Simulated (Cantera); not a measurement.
An isothermal, constant-pressure homogeneous reactor starts with 65.4 % NO, 34.6 % N₂, at 1798 K and 1.09 atm.

Detailed kinetics in Cantera: GRI-Mech 3.0 (53 species, 325 reactions).

x: mole fraction; the columns are a selection and need not sum to one.

```
t (s)      x NO     x N₂O      x O₂     x NO₂         x O   x N₂
--------  -----  --------  --------  --------  ----------  -----
0.000200  0.654   2.02e-5   1.94e-7   2.06e-5  (withheld)  0.346
0.000658  0.653   5.83e-5   2.58e-6   7.45e-5  (withheld)  0.346
0.00216   0.653  0.000131   5.29e-5  0.000224  (withheld)  0.347
0.00711   0.652  0.000177  0.000521  0.000323  (withheld)  0.347
0.0234    0.648  0.000178   0.00228  0.000357  (withheld)  0.349
0.0769    0.637  0.000171   0.00799  0.000442  (withheld)  0.355
0.253     0.601  0.000151    0.0257  0.000613  (withheld)  0.372
0.832     0.504  0.000105    0.0738  0.000810  (withheld)  0.421
2.74      0.319   4.11e-5     0.167  0.000754  (withheld)  0.514
9.00      0.125   6.36e-6     0.264  0.000369  (withheld)  0.611
```

Question: Fill in the missing entries.

Answer: 
- 0.000200, x O: 1.80e-6
- 0.000658, x O: 3.60e-6
- 0.00216, x O: 8.13e-6
- 0.00711, x O: 1.10e-5
- 0.0234, x O: 1.21e-5
- 0.0769, x O: 1.49e-5
- 0.253, x O: 2.13e-5
- 0.832, x O: 3.28e-5
- 2.74, x O: 4.75e-5
- 9.00, x O: 5.91e-5
